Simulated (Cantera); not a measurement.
AlCl3 + NH3 + N2 (aluminium nitride and oxide growth)

A closed system holds: 1 mol AlCl3, 0.28 mol NH3, 38 mol N2, equilibrated at 11.0 mbar.

Cantera equilibrium calculation (NASA polynomials, part measured and part estimated; ideal gas, pure solids and liquids). Candidate condensed phases: Al, AlCl3, AlN, NH4Cl; 20 gas species. The tables' values for AlCl2 are old estimates; treat these amounts as uncertain. Equilibrium is a limit: real reactors are often held back by kinetics, nucleation or transport.

From 673 K to 1373 K the condensed part is AlN(s). From 1473 K to 1873 K nothing is condensed. The main Al-bearing gas is AlCl3 throughout.

| T (K) | x N2 | x AlCl3 | x HCl | x AlCl | n AlN(s) |
|---|---|---|---|---|---|
| 673 | 0.963 | 0.0206 | 0.0114 | <1e-12 | 0.151 |
| 773 | 0.962 | 0.0216 | 0.0108 | <1e-12 | 0.142 |
| 873 | 0.962 | 0.0219 | 0.0102 | 1.27e-11 | 0.135 |
| 973 | 0.962 | 0.0220 | 0.00977 | 1.82e-9 | 0.129 |
| 1073 | 0.963 | 0.0221 | 0.00941 | 1.02e-7 | 0.124 |
| 1173 | 0.963 | 0.0222 | 0.00911 | 2.86e-6 | 0.120 |
| 1273 | 0.963 | 0.0222 | 0.00886 | 4.68e-5 | 0.113 |
| 1373 | 0.962 | 0.0216 | 0.00859 | 0.000502 | 0.0882 |
| 1473 | 0.960 | 0.0194 | 0.00881 | 0.00309 | 0 |
| 1573 | 0.958 | 0.0168 | 0.0129 | 0.00468 | 0 |
| 1673 | 0.956 | 0.0144 | 0.0165 | 0.00616 | 0 |
| 1773 | 0.954 | 0.0124 | 0.0188 | 0.00739 | 0 |
| 1873 | 0.951 | 0.0100 | 0.0198 | 0.00895 | 0 |
x: gas mole fraction; n: condensed amount in mol.
